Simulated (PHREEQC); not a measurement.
Model water analysis in mg/kgw, 45 °C, pH 2.6, pe 11.4:

```json
[
 {"constituent": "Na", "mg/kgw": "1170"},
 {"constituent": "K", "mg/kgw": "244"},
 {"constituent": "Ca", "mg/kgw": "8.28"},
 {"constituent": "Mg", "mg/kgw": "263"},
 {"constituent": "Cl", "mg/kgw": "981"},
 {"constituent": "S(6) as SO4", "mg/kgw": "2790"},
 {"constituent": "Mn(2)", "mg/kgw": "6.05"},
 {"constituent": "Cu(2)", "mg/kgw": "133"}
]
```

Cl is adjusted to close the charge balance.
Valence states are taken as typed.

Computed with PHREEQC (ion-association model, phreeqc.dat).

### Question
The ionic strength comes out as 0.0968 mol/kgw. What activity coefficients do H+, Ca+2, SO4-2, MnCl+, CuCl+ get?

### Answer
H+ 0.82, Ca+2 0.38, SO4-2 0.36, MnCl+ 0.78, CuCl+ 0.76.

This is a speciation only: nothing precipitates in the calculation. Away from 25 °C the constants follow the database's enthalpies or fits; those with neither stay at their 25 °C values.
